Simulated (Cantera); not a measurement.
**Equilibrium for aluminium nitride and oxide growth: AlCl3 + NH3 + N2**

Feed: 1 mol AlCl3, a varied amount of NH3, 73 mol N2, held at 1573.15 K and 0.100 bar.

Cantera equilibrium calculation (NASA polynomials, part measured and part estimated; ideal gas, pure solids and liquids). Candidate condensed phases: Al, AlCl3, AlN, NH4Cl; 20 gas species. The tables' values for AlCl2 are old estimates; treat these amounts as uncertain. The numbers say what is thermodynamically allowed, not how fast it happens.

From 0.88 mol NH3 to 300 mol NH3 the condensed part is AlN(s). The main Al-bearing gas is AlCl3 at 0.88 mol NH3 and AlCl at 300 mol NH3. The share of Al in condensed phases is highest at 300 mol NH3 (84.1 %) and lowest at 0.88 mol NH3 (8.2 %).

| n(NH3) (mol) | log p N2 | log p H2 | log p HCl | log p AlCl3 | n AlN(s) |
|---|---|---|---|---|---|
| 0.88 | -1.01 | -2.88 | -3.06 | -3.07 | 0.0824 |
| 1.6 | -1.02 | -2.60 | -2.94 | -3.13 | 0.164 |
| 2.8 | -1.03 | -2.34 | -2.84 | -3.20 | 0.257 |
| 5.1 | -1.05 | -2.09 | -2.76 | -3.33 | 0.373 |
| 9.1 | -1.08 | -1.86 | -2.70 | -3.50 | 0.494 |
| 16 | -1.12 | -1.67 | -2.69 | -3.73 | 0.609 |
| 29 | -1.18 | -1.50 | -2.73 | -4.08 | 0.711 |
| 53 | -1.26 | -1.36 | -2.83 | -4.54 | 0.782 |
| 95 | -1.34 | -1.27 | -2.98 | -5.08 | 0.819 |
| 170 | -1.42 | -1.21 | -3.17 | -5.69 | 0.836 |
| 300 | -1.48 | -1.18 | -3.38 | -6.34 | 0.841 |
log p: log10 of the partial pressure in bar; n: condensed amount in mol.
